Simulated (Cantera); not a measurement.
An isothermal, constant-pressure homogeneous reactor starts with NH₃ : H₂ : N₂ = 1 : 0.88 : 0.03 (molar parts), at 2373 K and 0.0671 atm.

Detailed kinetics in Cantera: the gas-phase N/H chemistry of the illustrative SiF4/NH3 mechanism in the Surface Chemkin manual (1991). Walls and surfaces, which speed up NH3 decomposition in real reactors, are not modelled.

x: mole fraction; the columns are a selection and need not sum to one.

```csv
t (s),x NH₃,x H₂,x N,x N₂H₂,x NH₂,x N₂H₄
0.000700,0.501,0.473,9.72e-6,?,0.00365,3.33e-8
0.00262,0.439,0.515,1.01e-5,?,0.00332,2.76e-8
0.00979,0.279,0.625,1.10e-5,?,0.00241,1.46e-8
0.0366,0.0644,0.770,1.22e-5,?,0.000895,2.01e-9
0.137,6.31e-5,0.793,6.11e-6,4.13e-10,6.85e-6,<1e-12
0.512,5.90e-7,0.775,3.42e-7,<1e-12,1.16e-7,<1e-12
1.91,2.40e-7,0.775,1.40e-7,<1e-12,4.73e-8,<1e-12
7.15,2.35e-7,0.775,1.36e-7,<1e-12,4.62e-8,<1e-12
26.7,2.35e-7,0.775,1.36e-7,<1e-12,4.62e-8,<1e-12
100,2.35e-7,0.775,1.36e-7,<1e-12,4.62e-8,<1e-12
```

Question: Complete the blanks.

Answer: 
- 0.000700, x N₂H₂: 1.61e-5
- 0.00262, x N₂H₂: 1.35e-5
- 0.00979, x N₂H₂: 7.57e-6
- 0.0366, x N₂H₂: 1.45e-6
